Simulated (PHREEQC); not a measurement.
A solution holds 0.029 mol Cu(NO3)2, 0.00014 mol HBF4 and 0.0027 mol Cu(BF4)2 per kg of water, at 4.1 °C. Closed to the air; pH follows from the charge balance.

All values are PHREEQC results (ion-association model, wateq4f.dat), not measurements.

The ionic strength comes out as 0.0959 mol/kgw. What activity coefficients do BF3OH-, Cu+2, F-, CuF+, HF2- get?

BF3OH- 0.76, Cu+2 0.42, F- 0.77, CuF+ 0.79, HF2- 0.77.

This is a speciation only: nothing precipitates in the calculation. At this temperature some constants are extrapolated from 25 °C, and those without enthalpy data are left unchanged. Real BF4- forms and hydrolyses slowly; the run takes it at equilibrium.
